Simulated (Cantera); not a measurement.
An adiabatic, constant-volume homogeneous reactor starts with CH4 : O2 : N2 = 1 : 1.43 : 5.37 (molar parts), at 1125 K and 5.00 bar.

Cantera simulation using GRI-Mech 3.0 (53 species, 325 reactions); the numbers are that mechanism's predictions, not measurements.

Problem. Predict: time of steepest temperature rise; temperature at 0.500 s; equilibrium temperature; x(O2) at 0.500 s; x(H2O2) at 0.500 s.

Solution. 
| Quantity | Value |
|---|---|
| time of steepest temperature rise | 31.2 ms |
| temperature at 0.500 s | 2895 K |
| equilibrium temperature | 2895 K |
| x(O2) at 0.500 s | 0.000672 (gas-phase equilibrium 0.000672) |
| x(H2O2) at 0.500 s | 2.47e-7 (gas-phase equilibrium 2.47e-7) |
